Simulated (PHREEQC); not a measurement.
A solution holds 0.022 mol/kgw KCl, 8.7e-05 mol/kgw Na2B4O7 and 0.16 mol/kgw MgCl2, at 5 °C. Closed to the air; pH follows from the charge balance.

Model: ion-association model, phreeqc.dat, run in PHREEQC.

**Question.** The ionic strength comes out as 0.502 mol/kgw. What activity coefficients do H2BO3-, MgOH+, Na+, OH-, K+ get?

**Answer.** H2BO3- 0.74, MgOH+ 0.72, Na+ 0.73, OH- 0.64, K+ 0.65.

Precipitation was switched off in this run. At this temperature some constants are extrapolated from 25 °C, and those without enthalpy data are left unchanged.
